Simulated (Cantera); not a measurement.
Standard-state values (1 bar) from the NASA 1993 polynomials, evaluated with Cantera. Values are per mole of reaction as written; species without (g) are pure solids or liquids, kept so even where they would boil at 1 bar.

2 H2(g) + O2(g) = 2 H2O(g)

```
T (K)  ΔH° (kJ)  ΔS° (J/K)  ΔG° (kJ)  log10 K
-----  --------  ---------  --------  -------
1500        ___        ___       ___      ___
1600     -501.0     -114.9    -317.2    10.36
1700        ___        ___       ___      ___
1800     -502.0     -115.4    -294.2     8.54
1900        ___        ___       ___      ___
2000     -502.7     -115.8    -271.1     7.08
2100        ___        ___       ___      ___
2200     -503.2     -116.0    -247.9     5.89
2300     -503.3     -116.1    -236.3     5.37
2400     -503.5     -116.2    -224.7     4.89
2500     -503.6     -116.2    -213.1     4.45
```

Task: Some entries are withheld; supply them.

Result: 
- 1500, ΔH° (kJ): -500.4
- 1500, ΔS° (J/K): -114.5
- 1500, ΔG° (kJ): -328.7
- 1500, log10 K: 11.45
- 1700, ΔH° (kJ): -501.5
- 1700, ΔS° (J/K): -115.2
- 1700, ΔG° (kJ): -305.7
- 1700, log10 K: 9.39
- 1900, ΔH° (kJ): -502.4
- 1900, ΔS° (J/K): -115.6
- 1900, ΔG° (kJ): -282.6
- 1900, log10 K: 7.77
- 2100, ΔH° (kJ): -502.9
- 2100, ΔS° (J/K): -115.9
- 2100, ΔG° (kJ): -259.5
- 2100, log10 K: 6.45
